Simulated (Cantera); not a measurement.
Mixture: CH₄ : C₂H₆ : O₂ : N₂ = 1 : 0.11 : 1.79 : 6.75 (molar parts), equivalence ratio 1.3, at 2700000 Pa, adiabatic and at constant pressure. Ignition delay is the time to a rise of 400 K.

Model: GRI-Mech 3.0 (53 species, 325 reactions), integrated in Cantera. The pressure lies above the range GRI-Mech 3.0 was tuned for (to about 10 atm).

Task: Predict: delay at 1175 K; delay at 1250 K; delay at 1325 K; delay at 1400 K; delay at 1475 K; delay at 1550 K; apparent activation energy between 1400 and 1550 K.

Result: delay at 1175 K: 0.582 ms
delay at 1250 K: 0.243 ms
delay at 1325 K: 0.115 ms
delay at 1400 K: 59.5 µs
delay at 1475 K: 32.3 µs
delay at 1550 K: 18.2 µs
apparent activation energy between 1400 and 1550 K: 140 kJ/mol
